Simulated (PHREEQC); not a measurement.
A solution holds 0.0014 mol HF, 0.0002 mol NH4F and 0.041 mol H2SiF6 per kg of water, at 20 °C. Closed to the air; pH follows from the charge balance.

All values are PHREEQC results (ion-association model, phreeqc.dat), not measurements.

| quantity | before | after |
|---|---|---|
| pH | 1.18 | 3.19 |
| ionic strength (mol/kgw) | 0.120 | 0.000863 |
| HF (mol/kgw) | 0.00724 | 0.000734 |
| F- (mol/kgw) | 0.000111 | 0.000861 |
| HF2- (mol/kgw) | 2.93e-6 | 2.33e-6 |

Question: Which change was made?
(A) NH4F left out
(B) NH4F replaced by (NH4)2SO4 at the same molality
(C) diluted 100-fold with water
(D) H2SiF6 left out

Answer: D, H2SiF6 left out

No solid was allowed to form. Some of these states are supersaturated (in Quartz (slow to form), Chalcedony (slow to form), for instance). SiF6-2 is the database's only silicon fluoride.
